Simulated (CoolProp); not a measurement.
A closed Brayton cycle with carbon dioxide: compressor inlet 327.15 K and 9.1 MPa, high pressure 21.8 MPa, turbine inlet 800 K, compressor efficiency 0.89, turbine efficiency 0.85, recuperator effectiveness 0 (on enthalpy, no pinch check). Each further row changes one setting.

Model: reference Helmholtz-energy equation of state, Span 1996, in CoolProp.

```
case                           thermal efficiency (%)  net work (kJ/kg)  compressor to turbine work  compressor exit (K)  turbine exit (K)
-----------------------------  ----------------------  ----------------  --------------------------  -------------------  ----------------
as stated                                         ___              65.6                        0.38                395.4             702.1
turbine inlet 750 K                               ___              58.1                         ___                395.4               ___
compressor inlet 337.15 K                         ___               ___                        0.43                412.0             702.1
high pressure 18.5 MPa                            ___               ___                        0.36                382.4             720.1
recuperator effectiveness 0.5                    18.2              65.6                        0.38                395.4             702.1
```

Complete the blanks.


- as stated, thermal efficiency (%): 12.2
- turbine inlet 750 K, thermal efficiency (%): 12.1
- turbine inlet 750 K, compressor to turbine work: 0.41
- turbine inlet 750 K, turbine exit (K): 655.5
- compressor inlet 337.15 K, thermal efficiency (%): 11.7
- compressor inlet 337.15 K, net work (kJ/kg): 59.7
- high pressure 18.5 MPa, thermal efficiency (%): 10.1
- high pressure 18.5 MPa, net work (kJ/kg): 55.7
